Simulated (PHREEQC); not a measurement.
Make-up at 25 °C: 5.7 mmol/kgw NH4HF2, 1 mmol/kgw (NH4)2SiF6 and 5.7 mmol/kgw H2SO4. Closed to the air; pH follows from the charge balance.

The numbers come from PHREEQC with the ion-association model, phreeqc.dat.

```
quantity                    before     after
------------------------  --------  --------
pH                            2.29      2.10
ionic strength (mol/kgw)    0.0184    0.0149
HF (mol/kgw)               0.00983   0.00260
F- (mol/kgw)               0.00146  0.000251
HSO4- (mol/kgw)            0.00139   0.00197
NH4SO4- (mol/kgw)         0.000230   5.66e-5
SI of Quartz (SiO2)          -2.91     +0.66
```

Q: Name the change that produced these shifts.
A. NH4HF2 left out
B. temperature from 25 to 20 °C
C. temperature from 25 to 45 °C
D. 0.00067 mol/kgw HF added

A: A, NH4HF2 left out

Precipitation was switched off in this run. Some of these states are supersaturated (in Quartz (slow to form), Chalcedony (slow to form), for instance). SiF6-2 is the database's only silicon fluoride.
